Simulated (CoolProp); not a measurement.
Properties of R141b at several states (Tc = 204.4 °C, pc = 4212 kPa, ω = 0.220).

Values from CoolProp's reference Helmholtz-energy equation of state, Lemmon 2006. It is a short technical equation, of lower accuracy than the large ones.

| T (°C) | p (kPa) | phase | Joule-Thomson coefficient (K/MPa) | isothermal compressibility (1/MPa) |
|---|---|---|---|---|
| -7.15 | 13.6 | gas | 75.16 | 74.19 |
| -11.95 | 2790 | liquid | -0.4409 | 0.001145 |
| 33.05 | 73.7 | gas | 42.11 | 13.97 |
| -9.45 | 431 | liquid | -0.4332 | 0.001208 |
| -15.05 | 91.5 | liquid | -0.4397 | 0.001150 |
